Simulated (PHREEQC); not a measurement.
Solution (75 °C): 0.11 mol ZnSO4, 0.0027 mol KCl and 0.00065 mol FeSO4 per kg of water. Closed to the air; pH follows from the charge balance.

Equilibrium calculation in PHREEQC: ion-association model, phreeqc.dat.

Each row changes one thing in this solution. This is a speciation only: nothing precipitates in the calculation.

```tsv
case	pH	ionic strength (mol/kgw)	Zn+2 (mol/kgw)	ZnSO4 (mol/kgw)	SO4-2 (mol/kgw)	Zn(SO4)2-2 (mol/kgw)	SI of Melanterite (FeSO4:7H2O)
as made	5.04	0.216	0.0530	0.0454	0.0423	0.0111	-4.27
FeSO4 from 0.00065 to 0.00325 mol/kgw	5.04	0.220	0.0528	0.0454	0.0432	0.0113	-3.56
FeSO4 from 0.00065 to 0.000715 mol/kgw	5.04	0.216	0.0529	0.0454	0.0424	0.0111	-4.22
diluted 100-fold with water	5.40	0.00380	0.000933	0.000160	0.000942	8.88e-7	-6.77
KCl replaced by MnCl2 at the same molality	5.04	0.218	0.0531	0.0449	0.0421	0.0109	-4.27
```

At this temperature some constants are extrapolated from 25 °C, and those without enthalpy data are left unchanged.
